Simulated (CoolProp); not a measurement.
Model: reference Helmholtz-energy equation of state, Zhou 2016, in CoolProp.

Problem. Give the vapour pressure (bar), enthalpy of vaporisation (kJ/kg), liquid cp (kJ/(kg K)) of saturated R245ca at 401.3 K.

Solution. 
```
T (K)  p (bar)  enthalpy of vaporisation (kJ/kg)  liquid cp (kJ/(kg K))
-----  -------  --------------------------------  ---------------------
401.3     17.0                               128                   1.72
```
